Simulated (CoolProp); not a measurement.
Vapour pressure (bar) of methane: the reference equation beside estimates from Tc = 190.6 K, pc = 45.99 bar, ω = 0.011.

The numbers come from the reference Helmholtz-energy equation of state, Setzmann 1991 in CoolProp.

```tsv
T (K)	reference	Lee-Kesler	Redlich-Kwong
133.4	4.481	4.481	4.023
136.5	5.325	5.330	4.869
139.6	6.280	6.290	5.836
142.7	7.354	7.368	6.931
145.9	8.596	8.614	8.206
149	9.937	9.957	9.589
152.1	11.42	11.44	11.13
155.2	13.06	13.08	12.83
158.3	14.86	14.88	14.70
161.4	16.83	16.85	16.74
164.5	18.99	18.99	18.97
167.6	21.33	21.33	21.40
170.7	23.88	23.87	24.02
173.8	26.64	26.63	26.85
```

Absolute difference from the reference over all 14 rows, mean and median: Lee-Kesler 0.1 and 0.1 %, Redlich-Kwong 3.4 and 2.2 %.
